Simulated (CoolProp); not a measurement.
Vapour-liquid equilibrium of propane (1) + R134a (2) at 279.5 K; x and y are mole fractions of (1).

Values from CoolProp's multi-fluid Helmholtz-energy mixture model, Lemmon 2009 and Tillner-Roth 1994; pair parameters Bell 2016.

```json
[
 {"x": "0.05", "bubble pressure (MPa)": "0.4612", "y at the bubble point": "0.222", "dew pressure at overall composition x (MPa)": "0.3845", "liquid density (mol/L)": "12.36"},
 {"x": "0.2", "bubble pressure (MPa)": "0.6210", "y at the bubble point": "0.466", "dew pressure at overall composition x (MPa)": "0.4498", "liquid density (mol/L)": "12.03"},
 {"x": "0.35", "bubble pressure (MPa)": "0.6822", "y at the bubble point": "0.549", "dew pressure at overall composition x (MPa)": "0.5366", "liquid density (mol/L)": "11.77"},
 {"x": "0.5", "bubble pressure (MPa)": "0.7060", "y at the bubble point": "0.596", "dew pressure at overall composition x (MPa)": "0.6471", "liquid density (mol/L)": "11.59"},
 {"x": "0.65", "bubble pressure (MPa)": "0.7127", "y at the bubble point": "0.643", "dew pressure at overall composition x (MPa)": "0.7124", "liquid density (mol/L)": "11.53"},
 {"x": "0.8", "bubble pressure (MPa)": "0.6974", "y at the bubble point": "0.717", "dew pressure at overall composition x (MPa)": "0.6641", "liquid density (mol/L)": "11.58"},
 {"x": "0.95", "bubble pressure (MPa)": "0.6243", "y at the bubble point": "0.887", "dew pressure at overall composition x (MPa)": "0.5954", "liquid density (mol/L)": "11.72"}
]
```

y crosses x between x = 0.5 and 0.65: the model has an azeotrope there.

The pair parameters rest on a limited set of measurements; away from them the model extrapolates. With so large a gap from Raoult's law the liquid may split in two, which this calculation doesn't test in full.
